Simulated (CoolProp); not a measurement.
A single-stage vapour-compression cycle with R365MFC: evaporating at 272.15 K (dew point), condensing at 295.15 K (bubble point), superheat 0 K, subcooling 2 K, compressor efficiency 0.6, no pressure losses. Each further row changes one setting.

Model: reference Helmholtz-energy equation of state, Lemmon 2016, in CoolProp.

| case | cooling COP | pressure ratio | discharge temperature (K) | refrigerating effect (kJ/kg) | volumetric capacity (kJ/m³) |
|---|---|---|---|---|---|
| as stated | 6.60 | 2.86 | 301.2 | 178 | 207 |
| evaporating temperature 277.15 K | [?] | [?] | 299.5 | [?] | [?] |
| condensing temperature 290.15 K | 8.61 | 2.32 | [?] | 185 | 215 |
| subcooling 7 K | 6.85 | 2.86 | 301.2 | 185 | 215 |
| superheat 10 K | 6.67 | 2.86 | 311.6 | 188 | [?] |
| compressor efficiency 0.5 | [?] | 2.86 | [?] | 178 | 207 |

Fill in the missing entries.


- evaporating temperature 277.15 K, cooling COP: 8.75
- evaporating temperature 277.15 K, pressure ratio: 2.24
- evaporating temperature 277.15 K, refrigerating effect (kJ/kg): 183
- evaporating temperature 277.15 K, volumetric capacity (kJ/m³): 268
- condensing temperature 290.15 K, discharge temperature (K): 295.3
- superheat 10 K, volumetric capacity (kJ/m³): 210
- compressor efficiency 0.5, cooling COP: 5.50
- compressor efficiency 0.5, discharge temperature (K): 306.5
